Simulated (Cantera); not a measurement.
A closed system holds: 1 mol C₂H₂, 3.3 mol H₂O, 4.8 mol H₂, 1.8 mol O₂, equilibrated at 1.00 bar.

Method: chemical equilibrium by Gibbs-energy minimisation in Cantera with the NASA 1993 tables (ideal gas, pure condensed phases). Candidate condensed phases: C, C₆H₆, C₇H₈, C₈H₁₈, H₂O; 110 gas species. Equilibrium is a limit: real reactors are often held back by kinetics, nucleation or transport.

Problem. At 800 K, list the 5 most abundant gas species with their mole fractions, and the condensed phases.

Solution. H₂O 0.447, H₂ 0.349, CO₂ 0.117, CH₄ 0.0650, CO 0.0217. Condensed: gas only.
